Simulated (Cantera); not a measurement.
What does this Cantera script print?

```python
import numpy as np
import cantera as ct

gas = ct.Solution("gri30.yaml", transport_model="mixture-averaged")
show = ['NO', 'C2H2', 'N2']

rows = []
print(f"{'T/K':>7s}{'rho':>11s}{'cp':>10s}{'mu':>11s}{'lambda':>11s}{'Pr':>7s}" + "".join(f"{'D_' + s:>11s}" for s in show))
for T in [400, 500, 600, 700, 800, 900, 1000]:
    gas.TPX = T, 480, {'O2': 0.23}
    Pr = gas.cp_mass * gas.viscosity / gas.thermal_conductivity
    D = [gas.mix_diff_coeffs_mole[gas.species_index(s)] for s in show]
    rows.append([gas.density, gas.cp_mass, gas.viscosity, gas.thermal_conductivity, Pr, *D])
    print(f"{T:7g}{gas.density:11.4e}{gas.cp_mass:10.1f}{gas.viscosity:11.4e}"
          f"{gas.thermal_conductivity:11.4e}{Pr:7.3f}" + "".join(f"{d:11.4e}" for d in D))
print("SI units: kg/m3, J/kg/K, Pa s, W/m/K, m2/s")
```

It prints:

```
    T/K        rho        cp         mu     lambda     Pr       D_NO     D_C2H2       D_N2
    400 4.6182e-03     941.4 2.5629e-05 3.3852e-02  0.713 7.1598e-03 5.9119e-03 7.2900e-03
    500 3.6945e-03     971.4 3.0045e-05 4.1143e-02  0.709 1.0508e-02 8.7737e-03 1.0699e-02
    600 3.0788e-03    1002.6 3.4077e-05 4.8204e-02  0.709 1.4326e-02 1.2049e-02 1.4587e-02
    700 2.6390e-03    1031.1 3.7824e-05 5.4969e-02  0.709 1.8585e-02 1.5709e-02 1.8923e-02
    800 2.3091e-03    1054.7 4.1353e-05 6.1440e-02  0.710 2.3259e-02 1.9729e-02 2.3682e-02
    900 2.0525e-03    1073.7 4.4705e-05 6.7643e-02  0.710 2.8329e-02 2.4093e-02 2.8844e-02
   1000 1.8473e-03    1090.2 4.7912e-05 7.3608e-02  0.710 3.3778e-02 2.8784e-02 3.4393e-02
SI units: kg/m3, J/kg/K, Pa s, W/m/K, m2/s
```

Computed with Cantera and GRI-Mech 3.0 (53 species, 325 reactions).
